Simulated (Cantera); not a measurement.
Thermodynamics of titanium nitride, carbide and oxide coatings, feed Ti + H2O

Feed: 1 mol Ti, 0.75 mol H2O, equilibrated at 13.3 mbar.

These are equilibrium values from Cantera (NASA tables, ideal gas, pure condensed phases), not measurements of a reactor. Candidate condensed phases: H2O, Ti, TiO, TiO2, Ti2O3, Ti3O5, Ti4O7; 12 gas species. Mutual solubility and eutectic melting of coexisting phases are not modelled. TiO: taken at fixed stoichiometry. Condensed phases not in the tables: N, O or C dissolved in the metal. Rates play no part.

From 1348 K to 1873 K the condensed part is Ti(β) + TiO(s). At 1948 K the condensed part is Ti(l) + TiO(s).

| T (K) | x H2 | x H | x Ti | x TiO | x H2O | n Ti(β) | n TiO(s) | n Ti(l) |
|---|---|---|---|---|---|---|---|---|
| 1348 | 1.000 | 2.00e-5 | 1.26e-9 | 3.87e-12 | 4.42e-10 | 0.250 | 0.750 | 0 |
| 1423 | 1.000 | 5.75e-5 | 1.10e-8 | 5.72e-11 | 1.67e-9 | 0.250 | 0.750 | 0 |
| 1498 | 1.000 | 0.000149 | 7.69e-8 | 6.40e-10 | 5.52e-9 | 0.250 | 0.750 | 0 |
| 1573 | 1.000 | 0.000352 | 4.46e-7 | 5.63e-9 | 1.61e-8 | 0.250 | 0.750 | 0 |
| 1648 | 0.999 | 0.000771 | 2.20e-6 | 4.04e-8 | 4.26e-8 | 0.250 | 0.750 | 0 |
| 1723 | 0.998 | 0.00158 | 9.40e-6 | 2.42e-7 | 1.03e-7 | 0.250 | 0.750 | 0 |
| 1798 | 0.997 | 0.00304 | 3.55e-5 | 1.24e-6 | 2.29e-7 | 0.250 | 0.750 | 0 |
| 1873 | 0.994 | 0.00557 | 0.000120 | 5.52e-6 | 4.77e-7 | 0.250 | 0.750 | 0 |
| 1948 | 0.990 | 0.00974 | 0.000369 | 2.18e-5 | 9.34e-7 | 0 | 0.750 | 0.250 |
x: gas mole fraction; n: condensed amount in mol.
